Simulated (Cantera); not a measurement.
A closed system holds: 1 mol SiC, 0.0064 mol O2, 81 mol N2, at 1.30 mbar.

Equilibrium computed with Cantera from the NASA thermochemical tables; the gas is ideal and each condensed phase is pure. Candidate condensed phases: C, Si, SiC, SiO2, Si2N2O, Si3N4; 34 gas species. N2 is the only nitrogen source here; it is nearly inert below about 1500 K, so the nitride shown seldom forms there in practice. Mutual solubility and eutectic melting of coexisting phases are not modelled. Equilibrium is a limit: real reactors are often held back by kinetics, nucleation or transport.

x: gas mole fraction; n: condensed amount in mol.

| T (K) | x N2 | x CO | x SiO | x Si | x SiN | x Si2N | x Si2C | n C(graphite) | n Si2N2O(s) | n Si3N4(s) | n SiC(s) |
|---|---|---|---|---|---|---|---|---|---|---|---|
| 1248 | 1.000 | 3.69e-5 | ? | 1.21e-11 | 2.04e-12 | <1e-12 | <1e-12 | 0.997 | 0.00983 | 0.327 | 0 |
| 1273 | 1.000 | 0.000105 | ? | 3.62e-11 | 5.24e-12 | <1e-12 | <1e-12 | 0 | 0.00426 | 0 | 0.991 |
| 1298 | 1.000 | 0.000105 | ? | 1.40e-10 | 1.76e-11 | <1e-12 | <1e-12 | 0 | 0.00426 | 0 | 0.991 |
| 1323 | 1.000 | 0.000105 | ? | 5.16e-10 | 5.63e-11 | <1e-12 | <1e-12 | 0 | 0.00424 | 0 | 0.991 |
| 1348 | 1.000 | 0.000123 | ? | 1.72e-9 | 1.64e-10 | 2.38e-12 | <1e-12 | 0 | 0.00278 | 0.00142 | 0.990 |
| 1373 | 1.000 | 0.000155 | ? | 5.29e-9 | 4.43e-10 | 9.98e-12 | 2.69e-12 | 0 | 0 | 0.00411 | 0.987 |
| 1398 | 1.000 | 0.000152 | ? | 1.56e-8 | 1.16e-9 | 3.97e-11 | 1.00e-11 | 0 | 0 | 0.00396 | 0.988 |
| 1423 | 1.000 | 0.000148 | ? | 4.45e-8 | 2.91e-9 | 1.50e-10 | 3.57e-11 | 0 | 0 | 0.00370 | 0.988 |
| 1448 | 1.000 | 0.000140 | ? | 1.22e-7 | 7.11e-9 | 5.42e-10 | 1.21e-10 | 0 | 0 | 0.00327 | 0.989 |
| 1473 | 1.000 | 0.000127 | ? | 3.23e-7 | 1.68e-8 | 1.87e-9 | 3.96e-10 | 0 | 0 | 0.00261 | 0.990 |
| 1498 | 1.000 | 0.000111 | ? | 8.27e-7 | 3.86e-8 | 6.20e-9 | 1.24e-9 | 0 | 0 | 0.00169 | 0.991 |

Question: Fill in the missing entries.

Answer: 
- 1248, x SiO: 1.84e-8
- 1273, x SiO: 6.92e-8
- 1298, x SiO: 1.81e-7
- 1323, x SiO: 4.58e-7
- 1348, x SiO: 1.18e-6
- 1373, x SiO: 2.97e-6
- 1398, x SiO: 5.69e-6
- 1423, x SiO: 1.05e-5
- 1448, x SiO: 1.84e-5
- 1473, x SiO: 3.05e-5
- 1498, x SiO: 4.72e-5
